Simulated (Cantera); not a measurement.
# Ignition delay

Mixture: CH₄ : O₂ : N₂ = 1 : 2.17 : 8.17 (molar parts), equivalence ratio 0.92, at 1400000 Pa, adiabatic and at constant pressure. Ignition delay is the time to a rise of 400 K.

Computed with Cantera and GRI-Mech 3.0 (53 species, 325 reactions). The pressure lies above the range GRI-Mech 3.0 was tuned for (to about 10 atm).

```json
[
 {"T0 (K)": "1025", "delay (ms)": "36.9"},
 {"T0 (K)": "1125", "delay (ms)": "8.22"},
 {"T0 (K)": "1225", "delay (ms)": "2.33"},
 {"T0 (K)": "1325", "delay (ms)": "0.761"},
 {"T0 (K)": "1425", "delay (ms)": "0.274"},
 {"T0 (K)": "1525", "delay (ms)": "0.107"},
 {"T0 (K)": "1625", "delay (ms)": "0.0453"},
 {"T0 (K)": "1725", "delay (ms)": "0.0207"},
 {"T0 (K)": "1825", "delay (ms)": "0.0103"},
 {"T0 (K)": "1925", "delay (ms)": "0.00551"}
]
```

| Item | Value |
|---|---|
| apparent activation energy between 1725 and 1925 K | 180 kJ/mol |
